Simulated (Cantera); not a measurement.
**Thermodynamics of boron, boron nitride and boron oxide, feed B2O3 + O2 + H2O**

Charge: 1 mol B2O3, 0.22 mol O2, a varied amount of H2O, equilibrated at 1948.15 K and 7.05 Torr.

Cantera equilibrium calculation (NASA polynomials, part measured and part estimated; ideal gas, pure solids and liquids). Candidate condensed phases: B, B2O3, B3O3H3, H2O; 23 gas species. Equilibrium is a limit: real reactors are often held back by kinetics, nucleation or transport.

From 0.15 mol H2O to 11 mol H2O nothing is condensed. The main B-bearing gas is B2O3 at 0.15 mol H2O and HBO2 at 11 mol H2O.

```tsv
n(H2O) (mol)	x H2O	x B2O3	x HBO2	x O2	x BO2	x H2
0.15	0.00654	0.598	0.202	0.146	0.0442	3.40e-5
0.24	0.0159	0.511	0.291	0.138	0.0402	8.53e-5
0.39	0.0385	0.398	0.399	0.125	0.0346	0.000216
0.63	0.0865	0.273	0.496	0.109	0.0278	0.000521
1	0.171	0.165	0.543	0.0918	0.0206	0.00113
1.6	0.299	0.0861	0.518	0.0729	0.0141	0.00220
2.6	0.452	0.0396	0.432	0.0546	0.00888	0.00385
4.2	0.595	0.0172	0.326	0.0397	0.00540	0.00595
6.8	0.713	0.00712	0.230	0.0285	0.00320	0.00841
11	0.799	0.00287	0.155	0.0208	0.00188	0.0110
```
x: gas mole fraction; nothing condenses.
